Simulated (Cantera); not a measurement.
# Equilibrium for silicon carbide growth: SiH2Cl2 + C2H2 + H2

Charge: 1 mol SiH2Cl2, 0.18 mol C2H2, 40 mol H2, at 2027 °C and 0.133 bar.

Cantera equilibrium calculation (NASA polynomials, part measured and part estimated; ideal gas, pure solids and liquids). Candidate condensed phases: C, C6H6, C7H8, C8H18, Si, SiC; 109 gas species. Mutual solubility and eutectic melting of coexisting phases are not modelled. The tables' values for SiCl are old estimates; treat these amounts as uncertain. Gases not in the tables: Si2H6 and higher silanes. Equilibrium is a limit: real reactors are often held back by kinetics, nucleation or transport.

```yaml
x(H2): 0.922
x(HCl): 0.0390
x(H): 0.0254
x(Si): 0.00699
x(SiCl2): 0.00288
x(SiH): 0.000900
x(SiCl): 0.000874
x(Cl): 0.000774
x(Si2C): 0.000568
n(Si(l)): 0.0879 mol
n(SiC(s)): 0.326 mol
gas_amount: 43.12 mol
log10 activity of C(graphite) (absent): -0.84
```
